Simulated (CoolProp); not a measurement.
A single-stage vapour-compression cycle with the fluid: evaporating at 295.15 K (dew point), condensing at 355.15 K (bubble point), superheat 8 K, subcooling 8 K, compressor efficiency 0.8, no pressure losses. The same conditions are run with several fluids, on thermodynamics alone (safety and materials aside).

The numbers come from the reference Helmholtz-energy equation of state of each fluid (n-hexane: Thol 2019; R236FA: Pan 2012; dimethyl ether: Wu 2011; isobutene: Lemmon 2005; hydrogen sulfide: Lemmon 2006; cis-2-butene: Lemmon 2005) in CoolProp.

| fluid | cooling COP | pressure ratio | discharge temperature (K) | refrigerating effect (kJ/kg) | volumetric capacity (kJ/m³) |
|---|---|---|---|---|---|
| n-hexane | 3.22 | 8.55 | 355.2 | 258 | 158 |
| R236FA | 2.79 | 5.31 | 356.6 | 86.3 | 1390 |
| dimethyl ether | 3.04 | 4.29 | 381.9 | 283 | 3110 |
| isobutene | 3.06 | 4.59 | 364.7 | 245 | 1640 |
| hydrogen sulfide | 2.68 | 3.51 | 435.9 | 305 | 9130 |
| cis-2-butene | 3.21 | 5.02 | 371.4 | 285 | 1300 |

The compression ends wet for: n-hexane.
